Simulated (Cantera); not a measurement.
Ignition delay

Mixture: 11.5 % CH4, 0.966 % C2H6, 12.0 % O2, 75.6 % N2, equivalence ratio 2.2, at 3380 Torr, adiabatic and at constant volume. Ignition delay is the time to a rise of 400 K.

Model: GRI-Mech 3.0 (53 species, 325 reactions), integrated in Cantera.

| T0 (K) | delay (ms) |
|---|---|
| 1100 | 11.0 |
| 1175 | 5.00 |
| 1250 | 2.44 |
| 1325 | 1.20 |
| 1400 | 0.589 |
| 1475 | 0.288 |
| 1550 | 0.143 |
| 1625 | 0.0743 |
| 1700 | 0.0407 |
| 1775 | 0.0239 |

The apparent activation energy between 1625 and 1775 K is 180 kJ/mol.
